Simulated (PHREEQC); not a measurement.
A made-up water analysis in mmol/kgw, 25 °C, pH 2.43:

| constituent | mmol/kgw |
|---|---|
| Na | 83.7 |
| K | 0.753 |
| Ca | 12.5 |
| Mg | 7.13 |
| Cl | 30.2 |
| S(6) | 50.7 |

Valence states are taken as typed.

Model: Pitzer model, pitzer.dat, run in PHREEQC.

No solid was allowed to form.

### Question
Estimate the specific conductance, density, osmotic coefficient.

### Answer
specific conductance 12800 µS/cm; density 1.005 g/cm³; osmotic coefficient 0.815.

### Question
In which forms is S present?

### Answer
SO4-2 90 %, HSO4- 9.6 % of the S.

Species that the database lacks are ignored.
